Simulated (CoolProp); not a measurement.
R22 at several states: density (kg/m³) from the reference equation and from simpler models built on Tc = 96.1 °C, pc = 4990 kPa, ω = 0.221; each cubic takes its own stable root.

Computed with CoolProp (reference Helmholtz-energy equation of state, Kamei 1995).

```tsv
T (°C)	p (kPa)	phase	reference
131.75	7040	supercritical	345.0
176.35	84.8	gas	1.968
1.45	1510	liquid	1281
128.05	38.6	gas	1.003
```

### Question
How far does each simpler model (Redlich-Kwong, Soave-Redlich-Kwong, Peng-Robinson) lie from the reference over these 4 states: mean and median of the absolute difference, and the worst?

### Answer
- Redlich-Kwong: mean 4.1 %, median 1.7 %, worst -13.2 % at 1.45 °C and 1510 kPa
- Soave-Redlich-Kwong: mean 3.9 %, median 2.9 %, worst -9.9 % at 1.45 °C and 1510 kPa
- Peng-Robinson: mean 0.6 %, median 0.1 %, worst +2.0 % at 1.45 °C and 1510 kPa
